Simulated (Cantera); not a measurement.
Input (Python, Cantera):

```python
import numpy as np
import cantera as ct

gas = ct.Solution("gri30.yaml")
gas.TPX = 1473, 101325, {'CH4': 1, 'H2': 1.2}
inlet = ct.Reservoir(gas, clone=True)

reactor = ct.IdealGasConstPressureReactor(gas, energy="off", clone=False)
exhaust = ct.Reservoir(gas, clone=True)
tau = [0.91, 0.43, 0.2, 0.094, 0.044, 0.021, 0.0096][0]
for a, b in ((inlet, reactor), (reactor, exhaust)):
    ct.MassFlowController(a, b, mdot=lambda t: reactor.mass / tau)
net = ct.ReactorNet([reactor])
show = ['CH4', 'H2', 'CH3', 'CH2', 'C2H4']

rows = []
print(f"{'tau/s':>10s}{'T/K':>9s}" + "".join(f"{s:>11s}" for s in show))
for tau in [0.91, 0.43, 0.2, 0.094, 0.044, 0.021, 0.0096]:
    net.initial_time = 0.0
    net.advance(30 * tau)
    before = gas.X
    net.advance(40 * tau)
    drift = np.max(np.abs(gas.X - before) / (gas.X + 1e-9))
    rows.append([gas.T, *gas[show].X, drift])
    print(f"{tau:10.3e}{gas.T:9.1f}" + "".join(f"{x:11.3e}" for x in gas[show].X))
```

It prints:

```
     tau/s      T/K        CH4         H2        CH3        CH2       C2H4
 9.100e-01   1473.0  3.099e-01  6.386e-01  7.339e-05  6.791e-10  1.084e-02
 4.300e-01   1473.0  3.603e-01  6.060e-01  8.085e-05  7.068e-10  7.495e-03
 2.000e-01   1473.0  4.011e-01  5.796e-01  8.713e-05  7.360e-10  4.944e-03
 9.400e-02   1473.0  4.268e-01  5.630e-01  9.096e-05  7.533e-10  3.295e-03
 4.400e-02   1473.0  4.411e-01  5.538e-01  9.258e-05  7.550e-10  2.170e-03
 2.100e-02   1473.0  4.481e-01  5.493e-01  9.236e-05  7.395e-10  1.344e-03
 9.600e-03   1473.0  4.517e-01  5.471e-01  9.017e-05  6.996e-10  6.970e-04
```

Detailed kinetics in Cantera: GRI-Mech 3.0 (53 species, 325 reactions). GRI-Mech 3.0 stops at C3 and has no aromatics, soot or wall deposition, so with more carbon than oxygen in the feed, carbon stays in small species such as C2H2 where larger ones or solid carbon would form.
